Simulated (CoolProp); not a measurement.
Properties of nitrous oxide along the isobar 1.01 bar (Tc = 36.4 °C, pc = 72.45 bar, ω = 0.161).

Values from CoolProp's reference Helmholtz-energy equation of state, Lemmon 2006. It is a short technical equation, of lower accuracy than the large ones.

```
T (°C)  phase  speed of sound (m/s)  expansivity (1/kK)
------  -----  --------------------  ------------------
16.05     gas                 263.3               3.524
42.45     gas            (withheld)               3.215
68.75     gas                 284.5               2.959
95.15     gas                 294.5               2.740
121.45    gas                 304.1               2.553
147.85    gas            (withheld)               2.390
174.15    gas                 322.4               2.247
200.55    gas            (withheld)               2.120
226.85    gas                 339.5               2.008
```

Complete the blanks.


- 42.45, speed of sound (m/s): 274.2
- 147.85, speed of sound (m/s): 313.4
- 200.55, speed of sound (m/s): 331.1
